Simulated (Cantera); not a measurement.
A closed system holds: 1 mol Ta2O5, 140 mol H2, at 2173.15 K and 1.33 mbar.

Equilibrium computed with Cantera from the NASA thermochemical tables; the gas is ideal and each condensed phase is pure. Candidate condensed phases: H2O, Ta, Ta2O5; 12 gas species. Kinetics and transport are ignored.

Base state: H2 0.863, H 0.123, TaO2 0.00799, H2O 0.00525, TaO 0.000911, OH 0.000100, O 1.00e-5 (mole fractions); condensed: Ta2O5(l).

### Question
What changes in the equilibrium state with this change: temperature from 2173.15 K to 1723 K?

### Answer
| species | before | after |
|---|---|---|
| H2 | 0.863 | 0.995 |
| H | 0.123 | 0.00498 |
| H2O | 0.00525 | 0.000441 |
| TaO2 | 0.00799 | 2.83e-6 |
| O | 1.00e-5 | <1e-9 |
| TaO | 0.000911 | 5.66e-7 |
| OH | 0.000100 | 1.21e-7 |
| Ta2O5(l), mol | 0.330 | 0 |
| Ta(s), mol | 0 | 0.0246 |
| Ta2O5(s), mol | 0 | 0.987 |
Mutual solubility and eutectic melting of coexisting phases are not modelled. Condensed phases not in the tables: N, O or C dissolved in the metal.
